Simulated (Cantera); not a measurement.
An adiabatic, constant-pressure homogeneous reactor starts with CO : H2 : O2 : N2 = 1 : 1 : 2.33 : 21.2 (molar parts), equivalence ratio 0.43, at 1400 K and 980000 Pa. Integrator tolerance rtol = 1e-08.

Computed with Cantera and GRI-Mech 3.0 (53 species, 325 reactions). The hydrogen kinetics of GRI-Mech 3.0 are dated; newer H2 mechanisms differ, most at raised pressure.

Task: What does this change do: initial temperature 1400 to 1000 K?

Result: 
```csv
quantity,before,after
time of steepest temperature rise,7.04 µs,16.0 ms
temperature at 8.00 s,1974 K,1608 K
equilibrium temperature,1974 K,1605 K
x(CO) at 8.00 s,6.07e-5 (gas-phase equilibrium 6.07e-5),1.25e-6 (gas-phase equilibrium 1.21e-6)
x(H2) at 8.00 s,1.35e-5 (gas-phase equilibrium 1.35e-5),4.10e-7 (gas-phase equilibrium 4.00e-7)
x(O2) at 8.00 s,0.0522 (gas-phase equilibrium 0.0522),0.0542 (gas-phase equilibrium 0.0537)
x(NO) at 8.00 s,0.00373 (gas-phase equilibrium 0.00373),1.43e-5 (gas-phase equilibrium 0.00105)
x(H2O) at 8.00 s,0.0405 (gas-phase equilibrium 0.0405),0.0407 (gas-phase equilibrium 0.0407)
x(N2O) at 8.00 s,6.88e-7 (gas-phase equilibrium 6.88e-7),2.09e-7 (gas-phase equilibrium 2.06e-7)
```

Task: What does this change do: initial temperature 1400 to 1725 K?

Result: 
```tsv
quantity	before	after
time of steepest temperature rise	7.04 µs	2.22 µs
temperature at 8.00 s	1974 K	2266 K
equilibrium temperature	1974 K	2266 K
x(CO) at 8.00 s	6.07e-5 (gas-phase equilibrium 6.07e-5)	0.000541 (gas-phase equilibrium 0.000541)
x(H2) at 8.00 s	1.35e-5 (gas-phase equilibrium 1.35e-5)	9.75e-5 (gas-phase equilibrium 9.75e-5)
x(O2) at 8.00 s	0.0522 (gas-phase equilibrium 0.0522)	0.0502 (gas-phase equilibrium 0.0502)
x(NO) at 8.00 s	0.00373 (gas-phase equilibrium 0.00373)	0.00749 (gas-phase equilibrium 0.00749)
x(H2O) at 8.00 s	0.0405 (gas-phase equilibrium 0.0405)	0.0398 (gas-phase equilibrium 0.0398)
x(N2O) at 8.00 s	6.88e-7 (gas-phase equilibrium 6.88e-7)	1.36e-6 (gas-phase equilibrium 1.36e-6)
```
